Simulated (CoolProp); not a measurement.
Model: reference Helmholtz-energy equation of state, Jacobsen 1992, in CoolProp.

### Question
For R11, give the phase and the Joule-Thomson coefficient (K/MPa) at 156.25 °C and 526 kPa; 105.65 °C and 21.5 kPa; 13.05 °C and 433 kPa.

### Answer
- 156.25 °C and 526 kPa: gas; Joule-Thomson coefficient 14.0
- 105.65 °C and 21.5 kPa: gas; Joule-Thomson coefficient 17.2
- 13.05 °C and 433 kPa: liquid; Joule-Thomson coefficient -0.428
